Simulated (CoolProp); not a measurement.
A simple Rankine cycle with R227EA: condensing at 300.15 K, boiler at 1.35 MPa, turbine inlet 341 K, turbine efficiency 0.85, pump efficiency 0.8, no recuperator. Each further row changes one setting.

The numbers come from the reference Helmholtz-energy equation of state, Lemmon 2016 in CoolProp.

```csv
case,thermal efficiency (%),net work (kJ/kg),heat in (kJ/kg),turbine exit temperature (K),volume ratio over the turbine
as stated,7.8,10.4,133,314.1,3.20
turbine inlet 361 K,7.7,11.9,155,336.6,3.02
condensing temperature 292.15 K,9.2,13.2,143,309.0,4.13
boiler pressure 0.945 MPa,5.4,7.56,141,325.6,2.05
turbine efficiency 0.75,6.8,9.10,133,315.6,3.22
```
